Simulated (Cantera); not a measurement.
A closed system holds: 1 mol PbO, 8.1 mol H2, 87 mol N2, equilibrated at 31.0 mbar.

Method: chemical equilibrium by Gibbs-energy minimisation in Cantera with the NASA 1993 tables (ideal gas, pure condensed phases). Candidate condensed phases: H2O, Pb, PbO, PbO2, Pb3O4; 27 gas species. Rates play no part.

At 750 K, list the 3 most abundant gas species with their mole fractions, and the condensed phases.

N2 0.915, H2 0.0747, H2O 0.0105. Condensed: Pb(l).
